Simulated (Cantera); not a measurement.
Charge: 1 mol Ta2O5, 5 mol CO, 11 mol H2, equilibrated at 19000 Pa.

Method: chemical equilibrium by Gibbs-energy minimisation in Cantera with the NASA 1993 tables (ideal gas, pure condensed phases). Candidate condensed phases: C, C6H6, C7H8, C8H18, H2O, Ta, TaC, Ta2O5; 113 gas species. Mutual solubility and eutectic melting of coexisting phases are not modelled. TaC: taken at fixed stoichiometry. Condensed phases not in the tables: Ta2C. Rates play no part.

Q: At 1600 °C, list the 5 most abundant gas species with their mole fractions, and the condensed phases.

A: H2 0.684, CO 0.311, H2O 0.00255, H 0.00122, CO2 0.000282. Condensed: TaC(s) + Ta2O5(s).
